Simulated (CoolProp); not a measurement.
1000 sccm (0 °C, 1 atm) of nitrogen bubbles through liquid n-octane at 294.6 K and leaves saturated at a total pressure of 0.0313 MPa (ideal gas phase). Each further row changes one setting.

Computed with CoolProp (reference Helmholtz-energy equation of state, Beckmüller 2019).

```csv
case,vapour pressure (kPa),mole fraction of vapour,delivery (mg/min),delivery (sccm),change of delivery for a bath 1 K warmer (%)
as stated,1.53,0.0489,262,51.4,…
bath temperature 299.6 K,…,0.0649,354,…,6.1
total pressure 0.0626 MPa,1.53,0.0244,128,25.0,6.1
```

Problem. What belongs in the gaps?

Solution. 
- as stated, change of delivery for a bath 1 K warmer (%): 6.3
- bath temperature 299.6 K, vapour pressure (kPa): 2.03
- bath temperature 299.6 K, delivery (sccm): 69.4
